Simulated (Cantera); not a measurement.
Input: 1 mol SiCl4, 0.41 mol O2, 4.8 mol H2, held at 725 °C and 0.00910 bar.

Cantera equilibrium calculation (NASA polynomials, part measured and part estimated; ideal gas, pure solids and liquids). Candidate condensed phases: H2O, Si, SiO2; 30 gas species. The tables' values for SiCl3 are old estimates; treat these amounts as uncertain. Equilibrium is a limit: real reactors are often held back by kinetics, nucleation or transport.

Base state: H2 0.639, HCl 0.266, SiCl4 0.0931, SiHCl3 0.00155, SiCl3 0.000345, SiCl2 3.13e-5 (mole fractions); condensed: SiO2(β-quartz).

### Question
What changes in the equilibrium state with this change: temperature from 725 °C to 1000 °C?

### Answer
```csv
species,before,after
H2,0.639,0.586
HCl,0.266,0.322
SiCl4,0.0931,0.0505
SiCl2,3.13e-5,0.0242
SiCl3,0.000345,0.0136
SiO,<1e-9,9.84e-5
SiH2Cl2,2.78e-6,3.71e-5
SiHCl3,0.00155,0.00368
"SiO2(β-quartz), mol",0.410,0.410
```
The tables hold silica as quartz up to 1696 K and as liquid above; real silica turns to tridymite and cristobalite and melts near 1996 K.
